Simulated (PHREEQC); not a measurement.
# City or well water: an equilibrium model

Model water analysis in mg/kgw, 20 °C, pH 6.86, pe -0.6:

| constituent | mg/kgw |
|---|---|
| Na | 21.8 |
| K | 42.3 |
| Ca | 24.6 |
| Mg | 11.3 |
| Cl | 17 |
| S(6) as SO4 | 63.6 |
| Alkalinity as HCO3 | 142 |
| B | 0.304 |

Valence states are taken as typed.

All values are PHREEQC results (ion-association model, phreeqc.dat), not measurements.

This is a speciation only: nothing precipitates in the calculation.

Q: What specific conductance does the model give?

A: specific conductance 390 µS/cm.

Q: In which forms is S present?

A: SO4-2 90 %, CaSO4 4.7 %, MgSO4 4.3 % of the S.

Complexes and solids missing from the database can't appear.
